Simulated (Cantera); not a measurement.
Input: 1 mol Fe(CO)5, a varied amount of H2, 5.7 mol N2, equilibrated at 1027 °C and 1 atm.

Equilibrium computed with Cantera from the NASA thermochemical tables; the gas is ideal and each condensed phase is pure. Candidate condensed phases: C, C6H6, C7H8, C8H18, Fe, Fe(CO)5, FeO, Fe(OH)2, Fe(OH)3, Fe2O3, Fe3O4, H2O; 140 gas species. Equilibrium is a limit: real reactors are often held back by kinetics, nucleation or transport.

At 7.7 mol H2, list the 5 most abundant gas species with their mole fractions, and the condensed phases.

H2 0.416, N2 0.311, CO 0.271, CH4 0.00136, H2O 0.00105. Condensed: Fe(γ).
